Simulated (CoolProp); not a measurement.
Properties of R1336mzz(E) along the isotherm 268.5 K (Tc = 403.5 K, pc = 2779 kPa, ω = 0.413).

The numbers come from the reference Helmholtz-energy equation of state, Akasaka 2023 in CoolProp.

| p (kPa) | phase | density (kg/m³) | cp (kJ/(kg K)) | cv (kJ/(kg K)) | speed of sound (m/s) |
|---|---|---|---|---|---|
| 4.39 | gas | 0.3234 | 0.7784 | 0.7271 | 120.4 |
| 8.33 | gas | 0.6149 | 0.7794 | 0.7275 | 120.2 |
| 15.8 | gas | 1.171 | 0.7813 | 0.7284 | 119.8 |
| 29.9 | gas | 2.234 | 0.7850 | 0.7300 | 119.0 |
| 56.8 | gas | 4.310 | 0.7925 | 0.7331 | 117.4 |
| 108 | liquid | 1410 | 1.210 | 0.8663 | 704.0 |
| 204 | liquid | 1410 | 1.210 | 0.8664 | 704.7 |
| 387 | liquid | 1411 | 1.210 | 0.8665 | 706.0 |
| 733 | liquid | 1412 | 1.209 | 0.8667 | 708.5 |
| 1390 | liquid | 1414 | 1.207 | 0.8671 | 713.1 |
